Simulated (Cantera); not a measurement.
**N2O furnace oxynitridation**

An isothermal, constant-pressure homogeneous reactor starts with 98.3 % N2O, 1.67 % H2O, at 1575 K and 68.3 Torr.

Cantera simulation using GRI-Mech 3.0 (53 species, 325 reactions); the numbers are that mechanism's predictions, not measurements. GRI-Mech 3.0 was tuned for natural gas; its chemistry of N2O as a main component is partial and can be far from experiment. The temperature is held fixed by assumption; the heat of reaction is taken as removed at once.

```tsv
t (s)	x N2O	x H2O	x HO2	x N2	x H2O2
4.00e-5	0.983	0.0167	2.43e-7	0.000354	2.21e-10
0.000131	0.981	0.0167	3.86e-6	0.00133	8.57e-9
0.000428	0.975	0.0166	2.09e-5	0.00462	1.00e-7
0.00140	0.957	0.0164	2.18e-5	0.0154	9.90e-8
0.00458	0.899	0.0161	1.32e-5	0.0489	4.50e-8
0.0150	0.741	0.0152	5.84e-6	0.141	1.56e-8
0.0490	0.420	0.0134	1.67e-6	0.330	5.13e-9
0.160	0.0886	0.0116	2.75e-7	0.526	2.37e-9
0.524	0.00212	0.0112	7.09e-8	0.578	8.19e-10
1.71	7.43e-6	0.0112	6.76e-8	0.580	5.32e-10
5.61	7.09e-6	0.0112	6.77e-8	0.580	5.32e-10
18.3	6.92e-6	0.0112	6.79e-8	0.581	5.33e-10
60.0	6.39e-6	0.0112	6.85e-8	0.584	5.36e-10
```
x: mole fraction; the columns are a selection and need not sum to one.

Equilibrium at this temperature and pressure: N2O 3.30e-8, H2O 0.0112, HO2 8.29e-8, N2 0.658, H2O2 6.07e-10 (gas phase only).
